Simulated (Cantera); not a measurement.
An adiabatic, constant-pressure homogeneous reactor starts with CH₄ : H₂ : O₂ : N₂ = 1 : 0.54 : 3.29 : 12.4 (molar parts), equivalence ratio 0.69, at 1748 K and 0.750 bar. Integrator tolerance rtol = 1e-08.

Detailed kinetics in Cantera: GRI-Mech 3.0 (53 species, 325 reactions).

Problem. What does this change do: initial temperature 1748 to 1225 K?

Solution. 
```
quantity                                                            before                                    after
---------------------------------  ---------------------------------------  ---------------------------------------
time of steepest temperature rise                                  79.1 µs                                  1.77 ms
temperature at 7.00 s                                               2697 K                                   2455 K
equilibrium temperature                                             2697 K                                   2455 K
x(CH₄) at 7.00 s                     <1e-12 (gas-phase equilibrium <1e-12)    <1e-12 (gas-phase equilibrium <1e-12)
x(H₂) at 7.00 s                    0.00872 (gas-phase equilibrium 0.00872)  0.00326 (gas-phase equilibrium 0.00326)
x(O₂) at 7.00 s                      0.0555 (gas-phase equilibrium 0.0555)    0.0554 (gas-phase equilibrium 0.0554)
x(CH₃) at 7.00 s                     <1e-12 (gas-phase equilibrium <1e-12)    <1e-12 (gas-phase equilibrium <1e-12)
x(CH₂) at 7.00 s                     <1e-12 (gas-phase equilibrium <1e-12)    <1e-12 (gas-phase equilibrium <1e-12)
x(NO₂) at 7.00 s                   5.04e-6 (gas-phase equilibrium 5.04e-6)  4.33e-6 (gas-phase equilibrium 4.33e-6)
x(CH₂CO) at 7.00 s                   <1e-12 (gas-phase equilibrium <1e-12)    <1e-12 (gas-phase equilibrium <1e-12)
```

Problem. What does this change do: pressure from 0.750 bar to 1.60 bar?

Solution. 
```json
[
 {"quantity": "time of steepest temperature rise", "before": "79.1 µs", "after": "39.6 µs"},
 {"quantity": "temperature at 7.00 s", "before": "2697 K", "after": "2744 K"},
 {"quantity": "equilibrium temperature", "before": "2697 K", "after": "2744 K"},
 {"quantity": "x(CH₄) at 7.00 s", "before": "<1e-12 (gas-phase equilibrium <1e-12)", "after": "<1e-12 (gas-phase equilibrium <1e-12)"},
 {"quantity": "x(H₂) at 7.00 s", "before": "0.00872 (gas-phase equilibrium 0.00872)", "after": "0.00751 (gas-phase equilibrium 0.00751)"},
 {"quantity": "x(O₂) at 7.00 s", "before": "0.0555 (gas-phase equilibrium 0.0555)", "after": "0.0545 (gas-phase equilibrium 0.0545)"},
 {"quantity": "x(CH₃) at 7.00 s", "before": "<1e-12 (gas-phase equilibrium <1e-12)", "after": "<1e-12 (gas-phase equilibrium <1e-12)"},
 {"quantity": "x(CH₂) at 7.00 s", "before": "<1e-12 (gas-phase equilibrium <1e-12)", "after": "<1e-12 (gas-phase equilibrium <1e-12)"},
 {"quantity": "x(NO₂) at 7.00 s", "before": "5.04e-6 (gas-phase equilibrium 5.04e-6)", "after": "7.45e-6 (gas-phase equilibrium 7.45e-6)"},
 {"quantity": "x(CH₂CO) at 7.00 s", "before": "<1e-12 (gas-phase equilibrium <1e-12)", "after": "<1e-12 (gas-phase equilibrium <1e-12)"}
]
```
